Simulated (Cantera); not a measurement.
Feed: 1 mol CaCO3, 0.053 mol CO2, held at 1498 K.

Equilibrium computed with Cantera from the NASA thermochemical tables; the gas is ideal and each condensed phase is pure. Candidate condensed phases: C, Ca, CaCO3, CaO; 15 gas species. The numbers say what is thermodynamically allowed, not how fast it happens.

x: gas mole fraction; n: condensed amount in mol.

```json
[
 {"P (Pa)": "10", "x CO2": "0.989", "x CO": "0.00762", "x O2": "0.00380", "x O": "2.43e-5", "n CaO(s)": "1.00"},
 {"P (Pa)": "36", "x CO2": "0.993", "x CO": "0.00498", "x O2": "0.00249", "x O": "1.04e-5", "n CaO(s)": "1.00"},
 {"P (Pa)": "130", "x CO2": "0.995", "x CO": "0.00325", "x O2": "0.00162", "x O": "4.41e-6", "n CaO(s)": "1.00"},
 {"P (Pa)": "460", "x CO2": "0.997", "x CO": "[?]", "x O2": "[?]", "x O": "[?]", "n CaO(s)": "1.00"},
 {"P (Pa)": "1700", "x CO2": "0.998", "x CO": "0.00138", "x O2": "0.000691", "x O": "7.96e-7", "n CaO(s)": "1.00"},
 {"P (Pa)": "6000", "x CO2": "0.999", "x CO": "[?]", "x O2": "[?]", "x O": "[?]", "n CaO(s)": "1.00"},
 {"P (Pa)": "22000", "x CO2": "0.999", "x CO": "0.000589", "x O2": "0.000295", "x O": "1.44e-7", "n CaO(s)": "1.00"},
 {"P (Pa)": "77000", "x CO2": "0.999", "x CO": "0.000388", "x O2": "0.000194", "x O": "6.27e-8", "n CaO(s)": "1.00"},
 {"P (Pa)": "280000", "x CO2": "1.000", "x CO": "0.000253", "x O2": "0.000126", "x O": "2.65e-8", "n CaO(s)": "1.00"},
 {"P (Pa)": "1000000", "x CO2": "1.000", "x CO": "0.000165", "x O2": "8.26e-5", "x O": "1.13e-8", "n CaO(s)": "1.00"}
]
```

Problem. Fill in the missing entries.

Solution. 
- 6000, x CO: 0.000909
- 6000, x O2: 0.000454
- 6000, x O: 3.43e-7
- 460, x CO: 0.00214
- 460, x O2: 0.00107
- 460, x O: 1.90e-6
